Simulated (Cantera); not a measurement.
# Carbothermic reduction: SiO2 + CH4 + CO

Feed: 1 mol SiO2, 0.44 mol CH4, 0.035 mol CO, held at 1023.15 K and 0.360 bar.

Equilibrium computed with Cantera from the NASA thermochemical tables; the gas is ideal and each condensed phase is pure. Candidate condensed phases: C, C6H6, C7H8, C8H18, H2O, Si, SiC, SiO2; 123 gas species. Kinetics and transport are ignored.

- x(H2) = 0.937
- x(CO) = 0.0357
- x(CH4) = 0.0237
- x(H2O) = 0.00329
- x(CO2) = 0.000163
- n(C(graphite)) = 0.422 mol
- n(SiO2(β-quartz)) = 1.00 mol
- gas amount = 0.8908 mol
- log10 activity of Si(s) (absent) = -12.63
